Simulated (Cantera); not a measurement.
# Premixed flame

A freely propagating, adiabatic, planar premixed flame of H₂ : O₂ : N₂ = 1 : 0.694 : 2.61 (molar parts), equivalence ratio 0.72, unburnt at 450 K and 1280 Torr; mixture-averaged transport, grid criteria slope 0.08 and curve 0.16, no radiation.

Computed with Cantera and the H2/O2 subset of GRI-Mech 3.0, which has no nitrogen chemistry. Burning velocities carry a grid error of a few per cent, more on coarse grids.

```
z (mm)   T (K)  u (m/s)     x H₂    x O₂       x H      x OH     x HO₂   x H₂O₂
-------  -----  -------  -------  ------  --------  --------  --------  -------
-0.597     450     2.75    0.232   0.161     <1e-8     <1e-8     <1e-8    <1e-8
-0.398     450     2.74    0.232   0.161     <1e-8     <1e-8     <1e-8    <1e-8
-0.298     450     2.74    0.232   0.161     <1e-8     <1e-8   4.59e-8    <1e-8
-0.199     451     2.74    0.229   0.162     <1e-8     <1e-8   1.51e-6  1.32e-7
-0.0994    502     2.97    0.207   0.165   1.73e-5   3.04e-5  0.000289  2.60e-5
-0.0497    784     4.49    0.161   0.158   0.00185  0.000815  0.000410  6.59e-5
0         1194     6.68   0.0946   0.126    0.0109   0.00256  0.000188  1.93e-5
0.0497    1488     8.27   0.0428  0.0858    0.0182   0.00694  0.000101  5.66e-6
0.0994    1653     9.15   0.0228  0.0664    0.0174    0.0104   6.43e-5  3.02e-6
0.199     1817     9.99   0.0145  0.0576    0.0113    0.0125   3.98e-5  1.51e-6
0.398     1955     10.7  0.00987  0.0544   0.00544    0.0121   2.32e-5  8.33e-7
0.796     2054     11.1  0.00554  0.0528   0.00202   0.00996   1.20e-5  5.13e-7
1.59      2112     11.4  0.00253  0.0524  0.000585   0.00714   6.04e-6  3.31e-7
```
x: mole fraction of selected species; z is measured from the peak of heat release.

```yaml
laminar_burning_velocity: 275 cm/s
thermal_thickness: 0.199 mm
peak x(H): 0.0185
peak x(OH): 0.0126
peak x(HO₂): 0.000535
peak x(H₂O₂): 6.82e-5
```
